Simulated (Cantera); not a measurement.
Charge: 1 mol n-butane, 0.82 mol O2, 0.44 mol H2, equilibrated at 2850 Torr.

Equilibrium computed with Cantera from the NASA thermochemical tables; the gas is ideal and each condensed phase is pure. Candidate condensed phases: C, C6H6, C7H8, C8H18, H2O; 110 gas species. The numbers say what is thermodynamically allowed, not how fast it happens. All values below are at 1573 K.

Base state: H2 0.763, CO 0.232, CH4 0.00406, H2O 0.000699, CO2 7.35e-5, H 1.82e-5, C2H2 (acetylene) 1.58e-5 (mole fractions); condensed: C(graphite).

Problem. What changes in the equilibrium state with this change: pressure from 2850 Torr to 660 Torr?

Solution. 
| species | before | after |
|---|---|---|
| H2 | 0.763 | 0.767 |
| CO | 0.232 | 0.232 |
| CH4 | 0.00406 | 0.000950 |
| H2O | 0.000699 | 0.000163 |
| CO2 | 7.35e-5 | 1.70e-5 |
| H | 1.82e-5 | 3.80e-5 |
| C2H2 (acetylene) | 1.58e-5 | 1.58e-5 |
| C(graphite), mol | 2.34 | 2.35 |
